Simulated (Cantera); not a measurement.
Ammonia decomposition in nitride growth gas

An isothermal, constant-pressure homogeneous reactor starts with NH₃ : N₂ = 1 : 0.98 (molar parts), at 1525 K and 0.0133 bar.

Computed with Cantera and the gas-phase N/H chemistry of the illustrative SiF4/NH3 mechanism in the Surface Chemkin manual (1991). Walls and surfaces, which speed up NH3 decomposition in real reactors, are not modelled.

```
t (s)     x NH₃   x N₂      x H₂       x N    x N₂H₂    x N₂H₄       x H
--------  -----  -----  --------  --------  --------  --------  --------
6.00e-6   0.505  0.495  6.05e-11    <1e-12    <1e-12    <1e-12  4.02e-10
1.81e-5   0.505  0.495  4.60e-10    <1e-12    <1e-12    <1e-12  9.34e-10
5.43e-5   0.505  0.495   2.70e-9    <1e-12    <1e-12    <1e-12   1.50e-9
0.000164  0.505  0.495   1.10e-8    <1e-12    <1e-12    <1e-12   1.62e-9
0.000492  0.505  0.495   3.64e-8    <1e-12    <1e-12    <1e-12   1.62e-9
0.00148   0.505  0.495   1.13e-7    <1e-12  1.12e-12    <1e-12   1.62e-9
0.00446   0.505  0.495   3.42e-7    <1e-12  2.29e-11    <1e-12   1.62e-9
0.0134    0.505  0.495   1.04e-6    <1e-12  3.35e-10  4.15e-12   1.63e-9
0.0404    0.505  0.495   3.20e-6    <1e-12   3.73e-9  3.94e-11   1.72e-9
0.122     0.505  0.495   1.18e-5  3.53e-12   3.73e-8  3.60e-10   2.74e-9
0.366     0.505  0.495   9.85e-5  4.08e-11   3.31e-7   3.02e-9   1.49e-8
1.10      0.504  0.495   0.00114  4.42e-10   9.85e-7   8.87e-9   1.21e-7
3.31      0.500  0.495   0.00520   1.83e-9   9.99e-7   8.68e-9   4.52e-7
9.97      0.488  0.495    0.0170   5.72e-9   9.38e-7   7.68e-9   1.36e-6
30.0      0.456  0.495    0.0487   1.22e-8   7.93e-7   6.19e-9   3.70e-6
```
x: mole fraction; the columns are a selection and need not sum to one.

Equilibrium at this temperature and pressure: NH₃ 1.90e-7, N₂ 0.497, H₂ 0.503, N <1e-12, N₂H₂ <1e-12, N₂H₄ <1e-12, H 0.000146 (gas phase only).
